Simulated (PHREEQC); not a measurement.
Polishing slurry liquid: an equilibrium model

Consider water at 20 °C with 0.03 mol/kgw HNO3, 0.00035 mol/kgw KNO3 and 0.0015 mol/kgw H3BO3. Closed to the air; pH follows from the charge balance.

Model: ion-association model, wateq4f.dat, run in PHREEQC.

| Quantity | Value |
|---|---|
| pH | 1.58 |
| ionic strength | 0.0303 mol/kgw |
| total alkalinity | -30.0 meq/kg |

```
species  molality  activity   log γ
-------  --------  --------  ------
NO3-       0.0303    0.0255  -0.075
H+         0.0300    0.0262  -0.058
H3BO3     0.00150   0.00151   0.003
K+       0.000350  0.000296  -0.073
```

No solid was allowed to form. Species that the database lacks are ignored.
